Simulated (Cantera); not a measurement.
A freely propagating, adiabatic, planar premixed flame of H2 : O2 : N2 = 1 : 0.25 : 0.725 (molar parts), equivalence ratio 2.0, unburnt at 425 K and 0.632 atm; mixture-averaged transport, grid criteria slope 0.08 and curve 0.16, no radiation.

Cantera simulation using the H2/O2 subset of GRI-Mech 3.0, which has no nitrogen chemistry; the numbers are that mechanism's predictions, not measurements. Burning velocities carry a grid error of a few per cent, more on coarse grids.

x: mole fraction of selected species; z is measured from the peak of heat release.

```
z (mm)  T (K)  u (m/s)   x H2      x O2     x HO2       x O     x H2O      x H
------  -----  -------  -----  --------  --------  --------  --------  -------
-2.06     425     5.92  0.506     0.127     <1e-8     <1e-8     <1e-8    <1e-8
-1.38     425     5.92  0.506     0.127     <1e-8     <1e-8     <1e-8    <1e-8
-1.03     425     5.92  0.506     0.127     <1e-8     <1e-8     <1e-8    <1e-8
-0.688    425     5.92  0.506     0.127   5.26e-8     <1e-8   3.01e-8    <1e-8
-0.344    441     6.13  0.504     0.127  0.000190   4.51e-6  0.000390  6.79e-5
-0.172    722     9.74  0.467     0.120  0.000160  0.000262    0.0225  0.00941
0        1177     15.4  0.351    0.0785   5.55e-5   0.00359     0.115   0.0599
0.172    1464     19.0  0.248    0.0187   1.27e-5   0.00400     0.229    0.103
0.344    1582     20.4  0.227   0.00353   2.29e-6   0.00234     0.260    0.106
0.688    1697     21.8  0.232   0.00101   6.40e-7   0.00181     0.266   0.0942
1.38     1824     23.2  0.243  0.000705   4.28e-7   0.00144     0.269   0.0768
2.75     1951     24.5  0.254         …         …         …     0.273        …
5.50     2068     25.7  0.263         …         …         …     0.278        …
```

Fill in the missing entries.


- 2.75, x O2: 0.000465
- 2.75, x HO2: 2.84e-7
- 2.75, x O: 0.000991
- 2.75, x H: 0.0589
- 5.50, x O2: 0.000263
- 5.50, x HO2: 1.74e-7
- 5.50, x O: 0.000580
- 5.50, x H: 0.0423
